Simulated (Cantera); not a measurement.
An isothermal, constant-pressure homogeneous reactor starts with C₂H₆ : N₂ = 1 : 12 (molar parts), at 1625 K and 760 Torr. Integrator tolerance rtol = 1e-08.

Detailed kinetics in Cantera: GRI-Mech 3.0 (53 species, 325 reactions). GRI-Mech 3.0 stops at C3 and has no aromatics, soot or wall deposition, so with more carbon than oxygen in the feed, carbon stays in small species such as C2H2 where larger ones or solid carbon would form.

**Question.** What does this change do: temperature 1625 to 1400 K?

**Answer.** 
| quantity | before | after |
|---|---|---|
| x(C₂H₆) at 20.0 s | 3.51e-7 (gas-phase equilibrium 1.48e-7) | 9.06e-6 (gas-phase equilibrium 5.10e-6) |
| x(HCN) at 20.0 s | 1.63e-6 (gas-phase equilibrium 0.0779) | 1.07e-8 (gas-phase equilibrium 0.0638) |
| x(CH₃) at 20.0 s | 1.16e-5 (gas-phase equilibrium 7.55e-6) | 6.17e-6 (gas-phase equilibrium 4.66e-6) |
| x(CH₂) at 20.0 s | 2.19e-9 (gas-phase equilibrium 1.41e-9) | 6.84e-11 (gas-phase equilibrium 4.94e-11) |
| x(C₂H) at 20.0 s | 4.88e-8 (gas-phase equilibrium 1.99e-8) | 8.00e-10 (gas-phase equilibrium 3.66e-10) |
| x(CH₄) at 20.0 s | 0.00291 (gas-phase equilibrium 0.00190) | 0.0201 (gas-phase equilibrium 0.0159) |
| x(C₂H₂) at 20.0 s | 0.0647 (gas-phase equilibrium 0.0266) | 0.0537 (gas-phase equilibrium 0.0257) |

**Question.** What does this change do: pressure from 760 Torr to 4.73 Torr?

**Answer.** 
| quantity | before | after |
|---|---|---|
| x(C₂H₆) at 20.0 s | 3.51e-7 (gas-phase equilibrium 1.48e-7) | 1.09e-8 (gas-phase equilibrium 6.12e-12) |
| x(HCN) at 20.0 s | 1.63e-6 (gas-phase equilibrium 0.0779) | 1.10e-5 (gas-phase equilibrium 0.0788) |
| x(CH₃) at 20.0 s | 1.16e-5 (gas-phase equilibrium 7.55e-6) | 3.27e-5 (gas-phase equilibrium 6.15e-7) |
| x(CH₂) at 20.0 s | 2.19e-9 (gas-phase equilibrium 1.41e-9) | 6.89e-8 (gas-phase equilibrium 1.45e-9) |
| x(C₂H) at 20.0 s | 4.88e-8 (gas-phase equilibrium 1.99e-8) | 5.67e-7 (gas-phase equilibrium 2.56e-7) |
| x(CH₄) at 20.0 s | 0.00291 (gas-phase equilibrium 0.00190) | 0.000723 (gas-phase equilibrium 1.23e-5) |
| x(C₂H₂) at 20.0 s | 0.0647 (gas-phase equilibrium 0.0266) | 0.0663 (gas-phase equilibrium 0.0273) |
Radical loss at walls, strong at low pressure, is not modelled.
